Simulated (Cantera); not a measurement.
A perfectly stirred reactor is fed with NH3 : H2 = 1 : 1.9 (molar parts), at 1.00 bar; it is held at 2300 K, and followed from long to short residence time.

Cantera simulation using the gas-phase N/H chemistry of the illustrative SiF4/NH3 mechanism in the Surface Chemkin manual (1991); the numbers are that mechanism's predictions, not measurements. Walls and surfaces, which speed up NH3 decomposition in real reactors, are not modelled.

What does this change do: temperature 2300 to 2198 K?


| quantity | before | after |
|---|---|---|
| x(NH3) at τ = 2.40 s | 0.000672 | 0.00160 |
| x(H2) at τ = 2.40 s | 0.863 | 0.866 |
| x(N) at τ = 2.40 s | 2.37e-6 | 1.43e-6 |
| x(NH) at τ = 2.40 s | 4.96e-6 | 4.14e-6 |
| x(NH2) at τ = 2.40 s | 2.20e-5 | 2.86e-5 |
| x(NH3) at τ = 47.0 ms | 0.0126 | 0.0352 |
| x(H2) at τ = 47.0 ms | 0.859 | 0.847 |
| x(N) at τ = 47.0 ms | 7.58e-6 | 3.42e-6 |
| x(NH) at τ = 47.0 ms | 2.87e-5 | 2.09e-5 |
| x(NH2) at τ = 47.0 ms | 0.000230 | 0.000304 |

What does this change do: temperature 2300 to 2025 K?


```json
[
 {"quantity": "x(NH3) at τ = 2.40 s", "before": "0.000672", "after": "0.00870"},
 {"quantity": "x(H2) at τ = 2.40 s", "before": "0.863", "after": "0.865"},
 {"quantity": "x(N) at τ = 2.40 s", "before": "2.37e-6", "after": "4.59e-7"},
 {"quantity": "x(NH) at τ = 2.40 s", "before": "4.96e-6", "after": "2.64e-6"},
 {"quantity": "x(NH2) at τ = 2.40 s", "before": "2.20e-5", "after": "4.58e-5"},
 {"quantity": "x(NH3) at τ = 47.0 ms", "before": "0.0126", "after": "0.139"},
 {"quantity": "x(H2) at τ = 47.0 ms", "before": "0.859", "after": "0.783"},
 {"quantity": "x(N) at τ = 47.0 ms", "before": "7.58e-6", "after": "8.35e-7"},
 {"quantity": "x(NH) at τ = 47.0 ms", "before": "2.87e-5", "after": "1.00e-5"},
 {"quantity": "x(NH2) at τ = 47.0 ms", "before": "0.000230", "after": "0.000362"}
]
```
